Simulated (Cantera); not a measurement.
## Stirred combustor or abatement burner

A perfectly stirred reactor is fed with 10.4 % CH₄, 18.8 % O₂, 70.8 % N₂, at 300000 Pa; it is adiabatic with a 650 K inlet, and is followed from long to short residence time, starting on the burning branch (τ in s: 0.051, 0.023, 0.011, 0.0051, 0.0024, 0.0011, 0.00051, 0.00024, 0.00011, 5.1e-05, 2.4e-05, 1.1e-05).

Model: GRI-Mech 3.0 (53 species, 325 reactions), integrated in Cantera.

```csv
τ (s),T (K),x CH₄,x O₂,x CO₂,x O,x H₂
0.051,2427,2.53e-6,0.00153,0.0717,0.000246,0.0128
0.023,2423,5.11e-6,0.00176,0.0715,0.000279,0.0129
0.011,2415,9.36e-6,0.00213,0.0710,0.000334,0.0132
0.0051,2402,1.68e-5,0.00275,0.0701,0.000432,0.0136
0.0024,2382,2.88e-5,0.00367,0.0688,0.000588,0.0143
0.0011,2353,4.97e-5,0.00502,0.0669,0.000835,0.0153
0.00051,2315,8.60e-5,0.00680,0.0644,0.00118,0.0166
0.00024,2268,0.000151,0.00902,0.0615,0.00163,0.0181
0.00011,2212,0.000288,0.0120,0.0577,0.00212,0.0198
5.1e-5,2147,0.000600,0.0161,0.0526,0.00248,0.0215
2.4e-5,2060,0.00159,0.0242,0.0432,0.00219,0.0234
1.1e-5,650,0.104,0.188,<1e-12,<1e-12,<1e-12
```
x: mole fraction; the columns are a selection and need not sum to one.
